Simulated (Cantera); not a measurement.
An adiabatic, constant-pressure homogeneous reactor starts with 30.5 % CO, 2.93 % H₂, 10.5 % O₂, 39.3 % N₂, 16.8 % H₂O, at 1475 K and 1.01 bar.

Cantera simulation using GRI-Mech 3.0 (53 species, 325 reactions); the numbers are that mechanism's predictions, not measurements.

x: mole fraction; the columns are a selection and need not sum to one.

```
t (s)     T (K)   x CO    x H₂     x O₂     x N₂O     x NO  x H₂O     x OH
--------  -----  -----  ------  -------  --------  -------  -----  -------
3.00e-6    1475  0.305  0.0293    0.105    <1e-12   <1e-12  0.168  8.97e-8
1.12e-5    1475  0.305  0.0293    0.105  1.01e-11   <1e-12  0.168  2.95e-6
4.20e-5    1678  0.244  0.0165   0.0637   7.76e-8      ___  0.166  0.00987
0.000157   2367  0.157  0.0265   0.0207   7.47e-8      ___  0.166   0.0184
0.000587   2623  0.144  0.0214   0.0110   1.47e-7      ___  0.182   0.0145
0.00219    2641  0.143  0.0210  0.00979   1.59e-7      ___  0.184   0.0138
0.00820    2635  0.143  0.0212  0.00918   1.75e-7      ___  0.184   0.0134
0.0307     2634  0.143  0.0213  0.00902   1.81e-7  0.00440  0.184   0.0133
0.115      2634  0.143  0.0213  0.00902   1.81e-7  0.00440  0.184   0.0133
0.429      2634  0.143  0.0213  0.00902   1.81e-7  0.00440  0.184   0.0133
1.60       2634  0.143  0.0213  0.00902   1.81e-7  0.00440  0.184   0.0133
6.00       2634  0.143  0.0213  0.00902   1.81e-7  0.00440  0.184   0.0133
```

Task: Fill in the missing entries.

Result: 
- 4.20e-5, x NO: 1.21e-6
- 0.000157, x NO: 5.93e-5
- 0.000587, x NO: 0.000383
- 0.00219, x NO: 0.00155
- 0.00820, x NO: 0.00380
